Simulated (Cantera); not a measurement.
Charge: 1 mol Si₃N₄, 3.3 mol H₂O, 7.5 mol N₂, 0.0096 mol O₂, at 0.800 bar.

These are equilibrium values from Cantera (NASA tables, ideal gas, pure condensed phases), not measurements of a reactor. Candidate condensed phases: H₂O, Si, SiO₂, Si₂N₂O, Si₃N₄; 35 gas species. Mutual solubility and eutectic melting of coexisting phases are not modelled. The tables hold silica as quartz up to 1696 K and as liquid above; real silica turns to tridymite and cristobalite and melts near 1996 K. Rates play no part.

At 1723 K, list the 5 most abundant gas species with their mole fractions, and the condensed phases.

N₂ 0.722, H₂ 0.277, SiO 0.000593, H₂O 0.000265, H 0.000107. Condensed: SiO₂(condensed) + Si₂N₂O(s).
